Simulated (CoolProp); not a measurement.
Saturation properties of dodecamethylpentasiloxane (MD3M) (Tc = 354.9 °C, pc = 0.9540 MPa, ω = 0.730).

Computed with CoolProp (reference Helmholtz-energy equation of state, Thol 2019).

```json
[
 {"T (°C)": "160.65", "p (MPa)": "0.01465", "liquid density (kg/m³)": "?", "vapour density (kg/m³)": "1.606"},
 {"T (°C)": "166.15", "p (MPa)": "0.01760", "liquid density (kg/m³)": "728.5", "vapour density (kg/m³)": "1.914"},
 {"T (°C)": "171.65", "p (MPa)": "0.02103", "liquid density (kg/m³)": "722.5", "vapour density (kg/m³)": "2.267"},
 {"T (°C)": "177.05", "p (MPa)": "?", "liquid density (kg/m³)": "716.5", "vapour density (kg/m³)": "2.664"},
 {"T (°C)": "182.55", "p (MPa)": "0.02939", "liquid density (kg/m³)": "710.4", "vapour density (kg/m³)": "3.125"},
 {"T (°C)": "187.95", "p (MPa)": "0.03443", "liquid density (kg/m³)": "704.3", "vapour density (kg/m³)": "3.638"},
 {"T (°C)": "193.45", "p (MPa)": "0.04025", "liquid density (kg/m³)": "?", "vapour density (kg/m³)": "4.229"},
 {"T (°C)": "198.95", "p (MPa)": "0.04683", "liquid density (kg/m³)": "691.7", "vapour density (kg/m³)": "4.896"},
 {"T (°C)": "204.35", "p (MPa)": "0.05409", "liquid density (kg/m³)": "685.3", "vapour density (kg/m³)": "5.632"},
 {"T (°C)": "209.85", "p (MPa)": "0.06238", "liquid density (kg/m³)": "?", "vapour density (kg/m³)": "6.472"},
 {"T (°C)": "215.25", "p (MPa)": "0.07145", "liquid density (kg/m³)": "672.3", "vapour density (kg/m³)": "7.394"},
 {"T (°C)": "220.75", "p (MPa)": "0.08174", "liquid density (kg/m³)": "665.5", "vapour density (kg/m³)": "8.442"},
 {"T (°C)": "226.25", "p (MPa)": "0.09315", "liquid density (kg/m³)": "658.6", "vapour density (kg/m³)": "9.610"},
 {"T (°C)": "231.65", "p (MPa)": "0.1055", "liquid density (kg/m³)": "?", "vapour density (kg/m³)": "10.89"},
 {"T (°C)": "237.15", "p (MPa)": "?", "liquid density (kg/m³)": "644.6", "vapour density (kg/m³)": "12.33"}
]
```

### Question
Some entries are withheld; supply them.

### Answer

- 160.65, liquid density (kg/m³): 734.4
- 177.05, p (MPa): 0.02489
- 193.45, liquid density (kg/m³): 698.0
- 209.85, liquid density (kg/m³): 678.8
- 231.65, liquid density (kg/m³): 651.7
- 237.15, p (MPa): 0.1194

It boils at 229.9 °C under 1 atm.
